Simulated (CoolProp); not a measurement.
Vapour-liquid equilibrium of dimethyl ether (1) + R236EA (2) at 108 kPa; x and y are mole fractions of (1).

Model: multi-fluid Helmholtz-energy mixture model, Wu 2011 and Rui 2013; pair parameters Bell 2016, in CoolProp.

```json
[
 {"x": "0.05", "bubble temperature, mixture model (K)": "280.6", "bubble temperature, Raoult's law (K)": "278.2", "y, mixture model": "(withheld)", "y, Raoult's law": "0.147"},
 {"x": "0.2", "bubble temperature, mixture model (K)": "279.1", "bubble temperature, Raoult's law (K)": "271.4", "y, mixture model": "0.269", "y, Raoult's law": "0.464"},
 {"x": "0.35", "bubble temperature, mixture model (K)": "(withheld)", "bubble temperature, Raoult's law (K)": "265.7", "y, mixture model": "0.511", "y, Raoult's law": "0.661"},
 {"x": "0.5", "bubble temperature, mixture model (K)": "270.8", "bubble temperature, Raoult's law (K)": "261.1", "y, mixture model": "0.740", "y, Raoult's law": "0.791"},
 {"x": "0.65", "bubble temperature, mixture model (K)": "(withheld)", "bubble temperature, Raoult's law (K)": "257.1", "y, mixture model": "0.898", "y, Raoult's law": "0.879"},
 {"x": "0.8", "bubble temperature, mixture model (K)": "(withheld)", "bubble temperature, Raoult's law (K)": "253.7", "y, mixture model": "0.972", "y, Raoult's law": "0.942"},
 {"x": "0.95", "bubble temperature, mixture model (K)": "251.1", "bubble temperature, Raoult's law (K)": "250.8", "y, mixture model": "0.997", "y, Raoult's law": "0.988"}
]
```

**Question.** Some entries are withheld; supply them.

**Answer.** 
- 0.05, y, mixture model: 0.061
- 0.35, bubble temperature, mixture model (K): 276.1
- 0.65, bubble temperature, mixture model (K): 263.8
- 0.8, bubble temperature, mixture model (K): 256.7

The largest gap from Raoult's law is +10.4 K in bubble temperature, at x = 0.35. No azeotrope shows between x = 0.05 and 0.95.

Pair parameters are fitted to limited data, so mixtures are less certain than the pure fluids.
